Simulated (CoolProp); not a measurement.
Vapour pressure (MPa) of toluene: the reference equation beside estimates from Tc = 591.7 K, pc = 4.126 MPa, ω = 0.266.

Model: reference Helmholtz-energy equation of state, Lemmon 2006, in CoolProp. It is a short technical equation, of lower accuracy than the large ones.

```
T (K)  reference  Redlich-Kwong  Soave-Redlich-Kwong
-----  ---------  -------------  -------------------
405.8     0.1823         0.3026               0.1817
410.3     0.2036         0.3328               0.2033
414.9     0.2274         0.3658               0.2273
419.5     0.2533         0.4011               0.2535
424       0.2807         0.4380               0.2814
428.6     0.3110         0.4781               0.3122
433.1     0.3431         0.5198               0.3448
437.7     0.3783         0.5650               0.3807
442.2     0.4154         0.6119               0.4186
446.8     0.4561         0.6626               0.4602
```

Absolute difference from the reference over all 10 rows, mean and median: Redlich-Kwong 55.2 and 54.9 %, Soave-Redlich-Kwong 0.4 and 0.4 %.
